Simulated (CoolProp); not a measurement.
The numbers come from the reference Helmholtz-energy equation of state, Gao 2020 in CoolProp.

For ammonia, give the phase and the Z, Joule-Thomson coefficient (K/MPa), isothermal compressibility (1/MPa), viscosity (µPa s) at 58.65 °C and 45 MPa.


- 58.65 °C and 45 MPa: liquid; Z 0.466, Joule-Thomson coefficient -0.110, isothermal compressibility 0.00140, viscosity 123

Viscosity comes from a separate model (Fenghour 1995).
